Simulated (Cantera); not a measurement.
A closed system holds: 1 mol toluene, 5.3 mol H2, 0.49 mol N2, 0.86 mol H2O, equilibrated at 22.0 bar.

Equilibrium computed with Cantera from the NASA thermochemical tables; the gas is ideal and each condensed phase is pure. Candidate condensed phases: C, C6H6, C7H8, C8H18, H2O; 136 gas species. Kinetics and transport are ignored.

Over these rows the condensed part is C(graphite). Partial pressures as log10 of bar:

```json
[
 {"T (K)": "1573", "1000/T (1/K)": "0.6357", "log p CO2": "-3.00", "log p H2": "1.27", "log p CO": "0.22", "log p N2": "-0.02", "log p CH4": "-0.19"},
 {"T (K)": "1673", "1000/T (1/K)": "0.5977", "log p CO2": "?", "log p H2": "1.28", "log p CO": "0.22", "log p N2": "-0.02", "log p CH4": "-0.36"},
 {"T (K)": "1773", "1000/T (1/K)": "0.5640", "log p CO2": "-3.62", "log p H2": "1.28", "log p CO": "0.22", "log p N2": "-0.03", "log p CH4": "-0.51"},
 {"T (K)": "1873", "1000/T (1/K)": "0.5339", "log p CO2": "-3.87", "log p H2": "1.28", "log p CO": "0.22", "log p N2": "-0.03", "log p CH4": "-0.65"},
 {"T (K)": "1973", "1000/T (1/K)": "0.5068", "log p CO2": "-4.10", "log p H2": "1.28", "log p CO": "0.22", "log p N2": "-0.04", "log p CH4": "-0.77"},
 {"T (K)": "2073", "1000/T (1/K)": "0.4824", "log p CO2": "-4.30", "log p H2": "1.28", "log p CO": "0.22", "log p N2": "-0.05", "log p CH4": "-0.89"}
]
```

Problem. Fit log p(CO2) = a + b·(1000/T) to the five rows, give the apparent enthalpy, and predict the row at 1673 K.

Solution. Means: 1000/T = 0.5446, log p = -3.778. Sxy = 0.119565, Sxx = 0.0140877, so b = 8.49 and a = -3.778 − (8.49)×0.5446 = -8.40.
Apparent enthalpy: −19.145 × (8.49) = -163 kJ/mol. With the condensed phases at unit activity, 2 CO(g) = CO2(g) + C(graphite) links this pressure to the main gases: over the six rows their terms move log p by +0.00 in all, so the slope is close to that reaction's ΔH°. The five rows lie within 0.01 of the line.
Prediction at 1673 K: -8.40 + (8.49)×0.5977 = -3.33. The computed value is -3.33, 0.00 from the line.
